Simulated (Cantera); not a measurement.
# Adiabatic ignition

An adiabatic, constant-pressure homogeneous reactor starts with CO : H2 : CH4 : O2 : N2 = 1 : 0.55 : 0.24 : 3.8 : 14.3 (molar parts), at 1400 K and 1.50 bar.

Detailed kinetics in Cantera: GRI-Mech 3.0 (53 species, 325 reactions).

```tsv
t (s)	T (K)	x CO	x H2	x CH4	x O	x C2H6	x H
1.00e-6	1400	0.0503	0.0277	0.0121	1.25e-8	<1e-12	1.21e-8
4.27e-6	1400	0.0503	0.0277	0.0121	8.30e-8	<1e-12	8.27e-8
1.82e-5	1400	0.0503	0.0276	0.0120	7.36e-6	3.99e-8	7.68e-6
7.77e-5	1867	0.0222	0.00225	<1e-12	0.0157	<1e-12	0.00555
0.000331	2160	0.00373	0.000520	<1e-12	0.00320	<1e-12	0.000430
0.00141	2211	0.000981	0.000149	<1e-12	0.000899	<1e-12	6.25e-5
0.00603	2211	0.000938	0.000144	<1e-12	0.000867	<1e-12	5.93e-5
0.0257	2210	0.000929	0.000143	<1e-12	0.000856	<1e-12	5.84e-5
0.110	2204	0.000897	0.000139	<1e-12	0.000820	<1e-12	5.57e-5
0.469	2194	0.000848	0.000132	<1e-12	0.000765	<1e-12	5.14e-5
2.00	2192	0.000840	0.000131	<1e-12	0.000756	<1e-12	5.08e-5
```
x: mole fraction; the columns are a selection and need not sum to one.

```json
{
 "time_of_steepest_temperature_rise": "40.2 µs",
 "temperature at 2.00 s": "2192 K",
 "equilibrium_temperature": "2192 K",
 "x(CO) at 2.00 s": "0.000840 (gas-phase equilibrium 0.000840)",
 "x(H2) at 2.00 s": "0.000131 (gas-phase equilibrium 0.000131)",
 "x(CH4) at 2.00 s": "<1e-12 (gas-phase equilibrium <1e-12)"
}
```
